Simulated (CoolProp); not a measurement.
A Linde-Hampson liquefier for normal hydrogen: isothermal reversible compression at 300 K from 1 atm to 40 MPa, throttling to 1 atm, return gas leaving the recuperator 10 K below the feed. Each further row changes one setting.

Model: reference Helmholtz-energy equation of state, Leachman 2009, in CoolProp.

| case | compression work (kJ/kg of gas) |
|---|---|
| as stated | 7700 |
| high pressure 80 MPa | 8870 |
| warm-end temperature 330 K | 8440 |
| warm-end gap 15 K | 7700 |
